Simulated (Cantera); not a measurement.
**Carbothermic reduction: PbO + CO + H2**

A closed system holds: 1 mol PbO, 0.61 mol CO, 4.4 mol H2, equilibrated at 10.0 mbar.

Cantera equilibrium calculation (NASA polynomials, part measured and part estimated; ideal gas, pure solids and liquids). Candidate condensed phases: C, C6H6, C7H8, C8H18, H2O, Pb, PbO, PbO2, Pb3O4; 113 gas species. Kinetics and transport are ignored.

```json
[
 {"T (°C)": "1852", "x H2": "0.551", "x Pb": "0.164", "x H2O": "0.157", "x H": "0.0269", "x CO": "0.0947", "x OH": "0.000955", "x CO2": "0.00538", "x O": "3.31e-5"},
 {"T (°C)": "1877", "x H2": "0.547", "x Pb": "0.163", "x H2O": "0.157", "x H": "0.0312", "x CO": "0.0946", "x OH": "0.00115", "x CO2": "0.00530", "x O": "4.64e-5"},
 {"T (°C)": "1902", "x H2": "0.543", "x Pb": "0.163", "x H2O": "0.156", "x H": "0.0360", "x CO": "0.0944", "x OH": "0.00139", "x CO2": "0.00522", "x O": "6.45e-5"},
 {"T (°C)": "1927", "x H2": "0.539", "x Pb": "0.162", "x H2O": "0.155", "x H": "0.0414", "x CO": "0.0942", "x OH": "0.00166", "x CO2": "0.00514", "x O": "8.89e-5"},
 {"T (°C)": "1952", "x H2": "0.535", "x Pb": "0.162", "x H2O": "0.155", "x H": "0.0474", "x CO": "0.0939", "x OH": "0.00198", "x CO2": "0.00506", "x O": "0.000122"},
 {"T (°C)": "1977", "x H2": "0.529", "x Pb": "0.161", "x H2O": "0.154", "x H": "0.0540", "x CO": "0.0936", "x OH": "0.00236", "x CO2": "0.00499", "x O": "0.000166"},
 {"T (°C)": "2002", "x H2": "0.524", "x Pb": "0.160", "x H2O": "0.153", "x H": "0.0614", "x CO": "0.0933", "x OH": "0.00279", "x CO2": "0.00492", "x O": "0.000224"},
 {"T (°C)": "2027", "x H2": "0.518", "x Pb": "0.160", "x H2O": "0.151", "x H": "0.0696", "x CO": "0.0929", "x OH": "0.00328", "x CO2": "0.00484", "x O": "0.000301"},
 {"T (°C)": "2052", "x H2": "0.511", "x Pb": "0.159", "x H2O": "0.150", "x H": "0.0786", "x CO": "0.0925", "x OH": "0.00384", "x CO2": "0.00477", "x O": "0.000402"},
 {"T (°C)": "2077", "x H2": "0.503", "x Pb": "0.158", "x H2O": "0.148", "x H": "0.0885", "x CO": "0.0920", "x OH": "0.00449", "x CO2": "0.00470", "x O": "0.000533"},
 {"T (°C)": "2102", "x H2": "0.495", "x Pb": "0.157", "x H2O": "0.146", "x H": "0.0992", "x CO": "0.0915", "x OH": "0.00522", "x CO2": "0.00463", "x O": "0.000704"},
 {"T (°C)": "2127", "x H2": "0.486", "x Pb": "0.156", "x H2O": "0.144", "x H": "0.111", "x CO": "0.0909", "x OH": "0.00604", "x CO2": "0.00456", "x O": "0.000923"},
 {"T (°C)": "2152", "x H2": "0.476", "x Pb": "0.155", "x H2O": "0.142", "x H": "0.124", "x CO": "0.0903", "x OH": "0.00696", "x CO2": "0.00448", "x O": "0.00120"}
]
```
x: gas mole fraction; nothing condenses.

From 1852 °C to 2152 °C nothing is condensed. The main Pb-bearing gas is Pb throughout.
